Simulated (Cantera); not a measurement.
Thermodynamics of silicon nitride deposition, feed SiF₄ + NH₃ + N₂

Charge: 1 mol SiF₄, 6.8 mol NH₃, 14 mol N₂, held at 1125 K and 750 Torr.

Equilibrium computed with Cantera from the NASA thermochemical tables; the gas is ideal and each condensed phase is pure. Candidate condensed phases: Si, Si₃N₄; 37 gas species. The tables' values for SiF₃ are old estimates; treat these amounts as uncertain. Kinetics and transport are ignored.

- x(N₂) = 0.608
- x(H₂) = 0.356
- x(SiF₄) = 0.0346
- x(HF) = 0.000778
- x(SiHF₃) = 0.000210
- x(NH₃) = 4.60e-5
- x(SiF₃) = 1.05e-5
- n(Si₃N₄(s)) = 0.00132 mol
- gas amount = 28.60 mol
- log10 activity of Si(s) (absent) = -5.61
